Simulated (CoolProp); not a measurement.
Vapour-liquid equilibrium of carbon dioxide (1) + CH2F2 (R32) (2) at -26.45 °C; x and y are mole fractions of (1).

Model: multi-fluid Helmholtz-energy mixture model, Span 1996 and Tillner-Roth 1997; pair parameters Bell 2016, in CoolProp.

```csv
x,bubble pressure (MPa),y at the bubble point,dew pressure at overall composition x (MPa),liquid density (mol/L)
0.05,0.3801,0.197,0.3301,22.00
0.15,0.5098,0.447,0.3627,22.17
0.25,0.6398,0.599,0.4020,22.36
0.35,0.7689,0.701,0.4504,22.57
0.45,0.8967,0.775,0.5116,22.78
0.55,1.023,0.832,0.5911,23.00
0.65,1.149,0.878,0.6982,23.23
0.75,1.275,0.917,0.8488,23.47
0.85,1.404,0.952,1.069,23.71
0.95,1.537,0.984,1.396,23.97
```

No azeotrope shows between x = 0.05 and 0.95.

The pair parameters rest on a limited set of measurements; away from them the model extrapolates.
